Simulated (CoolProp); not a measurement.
Vapour pressure (MPa) of C3F8 (R218): the reference equation beside estimates from Tc = 345.0 K, pc = 2.640 MPa, ω = 0.317. Clausius-Clapeyron is anchored at 259.6 K with a constant enthalpy of vaporisation of 18.04 kJ/mol.

Values from CoolProp's reference Helmholtz-energy equation of state, Lemmon 2006. It is a short technical equation, of lower accuracy than the large ones.

```json
[
 {"T (K)": "234.4", "reference": "0.09264", "Lee-Kesler": "0.09239", "Clausius-Clapeyron": "0.1059", "van der Waals": "0.4536", "Soave-Redlich-Kwong": "0.09238", "Peng-Robinson": "0.09253"},
 {"T (K)": "242.8", "reference": "0.1344", "Lee-Kesler": "0.1344", "Clausius-Clapeyron": "0.1459", "van der Waals": "0.5438", "Soave-Redlich-Kwong": "0.1343", "Peng-Robinson": "0.1339"},
 {"T (K)": "251.2", "reference": "0.1894", "Lee-Kesler": "0.1899", "Clausius-Clapeyron": "(withheld)", "van der Waals": "0.6449", "Soave-Redlich-Kwong": "0.1898", "Peng-Robinson": "(withheld)"},
 {"T (K)": "259.6", "reference": "0.2601", "Lee-Kesler": "0.2613", "Clausius-Clapeyron": "0.2601", "van der Waals": "0.7575", "Soave-Redlich-Kwong": "0.2614", "Peng-Robinson": "0.2589"},
 {"T (K)": "268", "reference": "(withheld)", "Lee-Kesler": "0.3513", "Clausius-Clapeyron": "0.3381", "van der Waals": "0.8819", "Soave-Redlich-Kwong": "0.3521", "Peng-Robinson": "0.3480"},
 {"T (K)": "276.4", "reference": "0.4600", "Lee-Kesler": "0.4626", "Clausius-Clapeyron": "0.4324", "van der Waals": "1.019", "Soave-Redlich-Kwong": "0.4648", "Peng-Robinson": "0.4588"},
 {"T (K)": "284.8", "reference": "0.5949", "Lee-Kesler": "0.5982", "Clausius-Clapeyron": "0.5451", "van der Waals": "1.168", "Soave-Redlich-Kwong": "0.6027", "Peng-Robinson": "0.5946"},
 {"T (K)": "293.2", "reference": "0.7574", "Lee-Kesler": "0.7614", "Clausius-Clapeyron": "0.6780", "van der Waals": "1.331", "Soave-Redlich-Kwong": "0.7691", "Peng-Robinson": "0.7587"},
 {"T (K)": "301.6", "reference": "0.9509", "Lee-Kesler": "0.9556", "Clausius-Clapeyron": "0.8333", "van der Waals": "1.506", "Soave-Redlich-Kwong": "0.9673", "Peng-Robinson": "0.9549"},
 {"T (K)": "310", "reference": "1.179", "Lee-Kesler": "1.185", "Clausius-Clapeyron": "1.013", "van der Waals": "1.696", "Soave-Redlich-Kwong": "1.201", "Peng-Robinson": "1.187"},
 {"T (K)": "318.4", "reference": "(withheld)", "Lee-Kesler": "1.454", "Clausius-Clapeyron": "1.218", "van der Waals": "1.900", "Soave-Redlich-Kwong": "1.474", "Peng-Robinson": "1.459"}
]
```

### Question
Complete the blanks.

### Answer

- 251.2, Clausius-Clapeyron: 0.1967
- 251.2, Peng-Robinson: 0.1885
- 268, reference: 0.3494
- 318.4, reference: 1.447

Absolute difference from the reference over all 11 rows, mean and median: Lee-Kesler 0.4 and 0.5 %, Clausius-Clapeyron 8.8 and 8.6 %, van der Waals 155.0 and 121.5 %, Soave-Redlich-Kwong 1.0 and 1.0 %, Peng-Robinson 0.4 and 0.4 %.
